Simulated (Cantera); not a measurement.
What does this Cantera script print?

```python
import numpy as np
import cantera as ct

gas = ct.Solution("gri30.yaml")
gas.TPX = 1325, 1300000, {'CH3OH': 1, 'O2': 1.15, 'N2': 4.34}
reactor = ct.IdealGasReactor(gas, energy="on", clone=False)
net = ct.ReactorNet([reactor])
net.rtol, net.atol = 1e-08, 1e-16
show = ['CH3OH', 'O2', 'NO', 'H2', 'HCO']
times = np.geomspace(7e-06, 0.5, 14)

steps = ct.SolutionArray(gas, extra=["t"])
rows = []
print(f"{'t/s':>10s}{'T/K':>9s}{'P/Pa':>11s}" + "".join(f"{s:>11s}" for s in show))
for t in times:
    while net.time < t:
        t_next = net.step()
        steps.append(gas.state, t=t_next)
    rows.append([np.interp(t, steps.t, y) for y in (steps.T, steps.P, *steps(*show).X.T)])
    print(f"{t:10.3e}{rows[-1][0]:9.1f}{rows[-1][1]:11.4g}" + "".join(f"{x:11.3e}" for x in rows[-1][2:]))
rate = np.gradient(steps.T, steps.t)
print("integrator steps:", len(steps.t))
if steps.T.max() > steps.T[0] + 200:
    print(f"time of steepest temperature rise: {steps.t[rate.argmax()]:.4e} s")
gas.TPX = 1325, 1300000, {'CH3OH': 1, 'O2': 1.15, 'N2': 4.34}
gas.equilibrate("UV")
print(f"equilibrium (UV): T = {gas.T:.1f} K  " + "  ".join(f"{s} {gas[s].X[0]:.3e}" for s in show))
```

Result:

```
       t/s      T/K       P/Pa      CH3OH         O2         NO         H2        HCO
 7.000e-06   1325.0    1.3e+06  1.541e-01  1.772e-01  5.538e-17  5.573e-06  3.250e-11
 1.654e-05   1325.0    1.3e+06  1.540e-01  1.772e-01  1.460e-16  1.475e-05  1.063e-10
 3.907e-05   1325.1    1.3e+06  1.539e-01  1.771e-01  5.342e-16  5.012e-05  5.352e-10
 9.230e-05   1326.6  1.302e+06  1.530e-01  1.766e-01  6.469e-15  3.313e-04  8.080e-09
 2.181e-04   3064.7  3.459e+06  8.045e-13  3.366e-03  4.764e-03  3.628e-02  1.145e-06
 5.152e-04   3061.4  3.456e+06  8.172e-13  3.257e-03  5.500e-03  3.649e-02  1.143e-06
 1.217e-03   3061.4  3.456e+06  8.172e-13  3.257e-03  5.500e-03  3.649e-02  1.143e-06
 2.876e-03   3061.4  3.456e+06  8.172e-13  3.257e-03  5.500e-03  3.649e-02  1.143e-06
 6.794e-03   3061.4  3.456e+06  8.172e-13  3.257e-03  5.500e-03  3.649e-02  1.143e-06
 1.605e-02   3061.4  3.456e+06  8.172e-13  3.257e-03  5.500e-03  3.649e-02  1.143e-06
 3.792e-02   3061.4  3.456e+06  8.172e-13  3.257e-03  5.500e-03  3.649e-02  1.143e-06
 8.958e-02   3061.4  3.456e+06  8.172e-13  3.257e-03  5.500e-03  3.649e-02  1.143e-06
 2.116e-01   3061.4  3.456e+06  8.172e-13  3.257e-03  5.500e-03  3.649e-02  1.143e-06
 5.000e-01   3061.4  3.456e+06  8.172e-13  3.257e-03  5.500e-03  3.649e-02  1.143e-06
integrator steps: 2111
time of steepest temperature rise: 1.6889e-04 s
equilibrium (UV): T = 3061.4 K  CH3OH 8.516e-13  O2 3.257e-03  NO 5.500e-03  H2 3.649e-02  HCO 1.143e-06
```

Detailed kinetics in Cantera: GRI-Mech 3.0 (53 species, 325 reactions). GRI-Mech 3.0 was tuned for natural gas; its chemistry of methanol as a main component is partial and can be far from experiment. The pressure lies above the range GRI-Mech 3.0 was tuned for (to about 10 atm). Above 3000 K some thermodynamic fits are extrapolated.
